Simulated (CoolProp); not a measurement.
Vapour-liquid equilibrium of n-hexane (1) + toluene (2) at 355.8 K; x and y are mole fractions of (1).

Values from CoolProp's multi-fluid Helmholtz-energy mixture model, Thol 2019 and Lemmon 2006; pair parameters Bell 2016.

```
x     bubble pressure, mixture model (kPa)  bubble pressure, Raoult's law (kPa)  y, mixture model  y, Raoult's law
----  ------------------------------------  -----------------------------------  ----------------  ---------------
0.05                                 51.41                                48.12             0.209            0.160
0.2                                  73.64                                64.82             0.521            0.475
0.35                                 91.53                                81.52             0.672            0.661
0.5                                  107.0                                98.22             0.771            0.783
0.65                                 121.2                                114.9             0.848            0.870
0.8                                  135.1                                131.6             0.915            0.935
0.95                                 149.1                                148.3             0.979            0.986
```

The largest gap from Raoult's law is +13.6 % in bubble pressure, at x = 0.2. No azeotrope shows between x = 0.05 and 0.95.

The pair parameters rest on a limited set of measurements; away from them the model extrapolates.
